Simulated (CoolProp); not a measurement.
The numbers come from the reference Helmholtz-energy equation of state, Lemmon 2022 in CoolProp.

Q: For R1234yf, give the phase and the Joule-Thomson coefficient (K/MPa), viscosity (µPa s) at 331.5 K and 19000 kPa; 324.6 K and 37.6 kPa; 273.4 K and 12200 kPa.

A: 
- 331.5 K and 19000 kPa: liquid; Joule-Thomson coefficient -0.150, viscosity 156
- 324.6 K and 37.6 kPa: gas; Joule-Thomson coefficient 13.8, viscosity 13.5
- 273.4 K and 12200 kPa: liquid; Joule-Thomson coefficient -0.280, viscosity 244

Viscosity comes from a separate model (Bell 2016), an estimate that may be off by 10 % or more.
